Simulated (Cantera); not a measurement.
Input: 1 mol FeS₂, 1.8 mol SO₂, 0.27 mol H₂O, held at 0.840 bar.

Equilibrium computed with Cantera from the NASA thermochemical tables; the gas is ideal and each condensed phase is pure. Candidate condensed phases: Fe, FeO, Fe(OH)₂, Fe(OH)₃, FeS, FeSO₄, FeS₂, Fe₂O₃, Fe₂(SO₄)₃, Fe₃O₄, H₂O, H₂SO₄, S; 22 gas species. FeS: taken at fixed stoichiometry. Gases not in the tables: S₃ to S₇. Kinetics and transport are ignored.

### Question
At 1098 K, list the 6 most abundant gas species with their mole fractions, and the condensed phases.

### Answer
SO₂ 0.703, S₂ 0.179, H₂O 0.0955, S₂O 0.0123, H₂S 0.00959, H₂ 0.000479. Condensed: FeS(s).
